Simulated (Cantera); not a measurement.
Feed: 1 mol Si₃N₄, 0.049 mol CO₂, 240 mol H₂, equilibrated at 2700 Torr.

Equilibrium computed with Cantera from the NASA thermochemical tables; the gas is ideal and each condensed phase is pure. Candidate condensed phases: C, C₆H₆, C₇H₈, C₈H₁₈, H₂O, Si, SiC, SiO₂, Si₂N₂O, Si₃N₄; 151 gas species. Mutual solubility and eutectic melting of coexisting phases are not modelled. Rates play no part.

Task: At 1400 K, list the 3 most abundant gas species with their mole fractions, and the condensed phases.

Result: H₂ 1.000, CH₄ 0.000204, N₂ 0.000134. Condensed: Si₂N₂O(s) + Si₃N₄(s).
